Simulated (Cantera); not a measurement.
Ammonia decomposition in nitride growth gas

An isothermal, constant-pressure homogeneous reactor starts with NH3 : H2 : N2 = 1 : 23 : 0.036 (molar parts), at 1975 K and 1350 Torr.

Model: the gas-phase N/H chemistry of the illustrative SiF4/NH3 mechanism in the Surface Chemkin manual (1991), integrated in Cantera. Walls and surfaces, which speed up NH3 decomposition in real reactors, are not modelled.

```tsv
t (s)	x NH3	x H2	x N2H4	x N	x N2H2	x NH2
5.00e-6	0.0416	0.957	<1e-12	<1e-12	1.14e-12	8.29e-7
2.03e-5	0.0416	0.957	1.09e-11	9.18e-12	2.07e-11	3.27e-6
8.24e-5	0.0416	0.957	1.76e-10	6.14e-10	4.23e-10	1.31e-5
0.000334	0.0415	0.957	2.51e-9	3.32e-8	1.00e-8	4.95e-5
0.00136	0.0411	0.956	9.78e-9	2.60e-7	5.84e-8	9.79e-5
0.00551	0.0392	0.957	9.36e-9	2.69e-7	5.68e-8	9.57e-5
0.0224	0.0325	0.961	6.84e-9	2.44e-7	4.22e-8	8.18e-5
0.0908	0.0179	0.968	2.43e-9	1.71e-7	1.57e-8	4.88e-5
0.368	0.00543	0.975	2.60e-10	6.54e-8	1.75e-9	1.60e-5
1.50	0.00131	0.977	1.57e-11	1.67e-8	1.07e-10	3.92e-6
6.07	0.000318	0.977	<1e-12	4.07e-9	6.42e-12	9.53e-7
24.6	7.82e-5	0.978	<1e-12	1.00e-9	<1e-12	2.34e-7
100	1.97e-5	0.978	<1e-12	2.52e-10	<1e-12	5.90e-8
```
x: mole fraction; the columns are a selection and need not sum to one.

Equilibrium at this temperature and pressure: NH3 5.31e-6, H2 0.978, N2H4 <1e-12, N 6.80e-11, N2H2 <1e-12, NH2 1.59e-8 (gas phase only).
